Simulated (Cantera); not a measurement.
Feed: 1 mol SiH4, 0.032 mol Cl2, 13 mol H2, at 1.50 mbar.

Cantera equilibrium calculation (NASA polynomials, part measured and part estimated; ideal gas, pure solids and liquids). Candidate condensed phases: Si; 19 gas species. Gases not in the tables: Si2H6 and higher silanes. Kinetics and transport are ignored.

Q: Which condensed phases are stable at each of these points (T (K)): 1150, 1200, 1250, 1300, 1350, 1400, 1450, 1500, 1550, 1600, 1650, 1700, 1750?

A: 
```json
[
 {"T (K)": "1150", "condensed phases": "Si(s)", "Si condensed (%)": "99.9"},
 {"T (K)": "1200", "condensed phases": "Si(s)", "Si condensed (%)": "99.9"},
 {"T (K)": "1250", "condensed phases": "Si(s)", "Si condensed (%)": "99.9"},
 {"T (K)": "1300", "condensed phases": "Si(s)", "Si condensed (%)": "99.9"},
 {"T (K)": "1350", "condensed phases": "Si(s)", "Si condensed (%)": "99.9"},
 {"T (K)": "1400", "condensed phases": "Si(s)", "Si condensed (%)": "99.9"},
 {"T (K)": "1450", "condensed phases": "Si(s)", "Si condensed (%)": "99.9"},
 {"T (K)": "1500", "condensed phases": "Si(s)", "Si condensed (%)": "99.9"},
 {"T (K)": "1550", "condensed phases": "Si(s)", "Si condensed (%)": "99.9"},
 {"T (K)": "1600", "condensed phases": "Si(s)", "Si condensed (%)": "99.8"},
 {"T (K)": "1650", "condensed phases": "Si(s)", "Si condensed (%)": "99.6"},
 {"T (K)": "1700", "condensed phases": "Si(l)", "Si condensed (%)": "99.1"},
 {"T (K)": "1750", "condensed phases": "Si(l)", "Si condensed (%)": "98.2"}
]
```

From 1150 K to 1650 K the condensed part is Si(s). From 1700 K to 1750 K the condensed part is Si(l).
